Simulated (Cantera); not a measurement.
**MgO + Br2 + H2 (chemical vapour transport)**

Feed: 1 mol MgO, 0.014 mol Br2, 1.1 mol H2, at 10.0 mbar.

Equilibrium computed with Cantera from the NASA thermochemical tables; the gas is ideal and each condensed phase is pure. Candidate condensed phases: Br2, H2O, Mg, MgBr2, MgO, Mg(OH)2; 20 gas species. Kinetics and transport are ignored.

From 452 °C to 1277 °C the condensed part is MgO(s). The main Mg-bearing gas is MgBr2 throughout.

```tsv
T (°C)	x H2	x HBr	x H2O	x MgBr2	x Br	x H	x MgBr	x Mg	n MgO(s)
452	0.975	0.0251	2.57e-5	2.45e-5	9.80e-10	<1e-12	<1e-12	<1e-12	1.000
527	0.975	0.0250	6.64e-5	6.64e-5	1.02e-8	2.86e-11	<1e-12	<1e-12	1.000
602	0.975	0.0248	0.000147	0.000147	7.14e-8	4.95e-10	6.48e-12	<1e-12	1.000
677	0.975	0.0246	0.000285	0.000285	3.66e-7	5.49e-9	1.47e-10	<1e-12	1.000
752	0.975	0.0241	0.000495	0.000495	1.47e-6	4.30e-8	2.10e-9	2.54e-12	0.999
827	0.975	0.0236	0.000786	0.000786	4.85e-6	2.55e-7	2.06e-8	8.19e-11	0.999
902	0.975	0.0228	0.00116	0.00116	1.36e-5	1.21e-6	1.50e-7	1.70e-9	0.999
977	0.975	0.0219	0.00161	0.00161	3.34e-5	4.77e-6	8.60e-7	2.48e-8	0.998
1052	0.975	0.0208	0.00212	0.00212	7.33e-5	1.61e-5	4.01e-6	2.69e-7	0.998
1127	0.975	0.0197	0.00267	0.00266	0.000146	4.80e-5	1.58e-5	2.27e-6	0.997
1202	0.975	0.0184	0.00326	0.00319	0.000268	0.000128	5.34e-5	1.55e-5	0.996
1277	0.974	0.0172	0.00391	0.00366	0.000459	0.000311	0.000158	8.75e-5	0.996
```
x: gas mole fraction; n: condensed amount in mol.
